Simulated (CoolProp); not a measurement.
Saturation properties of water.

The numbers come from the reference Helmholtz-energy equation of state, Wagner 2002 in CoolProp.

| T (°C) | p (MPa) | liquid viscosity (µPa s) | vapour viscosity (µPa s) |
|---|---|---|---|
| 227.65 | 2.679 | 117 | 16.6 |
| 239.95 | 3.344 | 111 | 17.1 |
| 252.35 | 4.136 | 105 | 17.5 |
| 264.65 | 5.057 | 99.8 | 18.0 |
| 277.05 | 6.136 | 94.7 | 18.5 |
| 289.35 | 7.372 | 89.9 | 19.1 |
| 301.75 | 8.802 | 85.2 | 19.7 |
| 314.15 | 10.44 | 80.5 | 20.4 |
| 326.45 | 12.28 | 75.8 | 21.2 |
| 338.85 | 14.39 | 70.8 | 22.4 |

It boils at 100.0 °C under 1 atm.

Viscosity comes from a separate model (Huber 2009).
